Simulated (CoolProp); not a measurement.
Vapour-liquid equilibrium of cis-2-butene (1) + methanol (2) at 1.36 MPa; x and y are mole fractions of (1).

Values from CoolProp's multi-fluid Helmholtz-energy mixture model, Lemmon 2005 and de Reuck 1993; pair parameters Bell 2016.

```tsv
x	bubble temperature (K)	y at the bubble point	dew temperature at overall composition x (K)	liquid density (mol/L)
0.05	408.6	0.280	419.9	19.61
0.125	391.4	0.552	416.4	18.66
0.2	380.4	0.681	412.7	17.59
0.275	374.6	0.736	408.8	16.45
0.35	372.1	0.759	404.7	15.32
0.425	371.1	0.768	400.2	14.26
0.5	370.7	0.773	395.2	13.28
0.575	370.4	0.777	389.7	12.41
0.65	369.9	0.785	383.3	11.64
0.725	369.4	0.800	375.8	10.97
0.8	368.9	0.826	369.4	10.40
0.875	368.8	0.867	368.8	9.895
0.95	369.6	0.933	369.9	9.445
```

y crosses x between x = 0.8 and 0.875: the model has an azeotrope there.

Pair parameters are fitted to limited data, so mixtures are less certain than the pure fluids. With so large a gap from Raoult's law the liquid may split in two, which this calculation doesn't test in full.
